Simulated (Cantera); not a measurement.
Charge: 1 mol c-C4F8, 0.41 mol H2, equilibrated at 0.000150 bar.

Equilibrium computed with Cantera from the NASA thermochemical tables; the gas is ideal and each condensed phase is pure. Candidate condensed phases: C, C6H6, C7H8, C8H18; 110 gas species. Ions and electrons are included (thermal ionisation). The feed counts by its element totals alone. Rates play no part.

x: gas mole fraction; n: condensed amount in mol.

```tsv
T (K)	x F	x C	x C3	x HF	x H	x CF	x C2	x CF2	n C(graphite)
2500	0.852	0.00111	0.00331	0.102	0.00106	0.0278	0.000305	0.0124	3.59
2750	0.721	0.0248	0.108	0.0744	0.0122	0.0465	0.0106	0.00177	0
3000	0.700	0.108	0.0671	0.0314	0.0462	0.0258	0.0214	0.000142	0
3250	0.645	0.247	0.0131	0.00615	0.0616	0.00979	0.0171	9.84e-6	0
3500	0.627	0.300	___	___	0.0633	___	___	___	0
3750	0.624	0.309	3.43e-5	0.000323	0.0638	0.000753	0.00131	5.52e-8	0
4000	0.624	0.311	2.37e-6	9.72e-5	0.0639	0.000246	0.000388	6.31e-9	0
4250	0.624	0.311	___	___	0.0639	___	___	___	0
4500	0.624	0.311	2.66e-8	1.31e-5	0.0639	3.76e-5	5.00e-5	1.68e-10	0
4750	0.623	0.310	3.99e-9	5.59e-6	0.0639	1.70e-5	2.10e-5	3.62e-11	0
5000	0.622	0.309	7.16e-10	2.60e-6	0.0638	8.24e-6	9.52e-6	9.06e-12	0
```

### Question
What belongs in the gaps?

### Answer

- 3500, x C3: 0.000681
- 3500, x HF: 0.00127
- 3500, x CF: 0.00264
- 3500, x C2: 0.00503
- 3500, x CF2: 6.46e-7
- 4250, x C3: 2.21e-7
- 4250, x HF: 3.36e-5
- 4250, x CF: 9.13e-5
- 4250, x C2: 0.000131
- 4250, x CF2: 9.26e-10
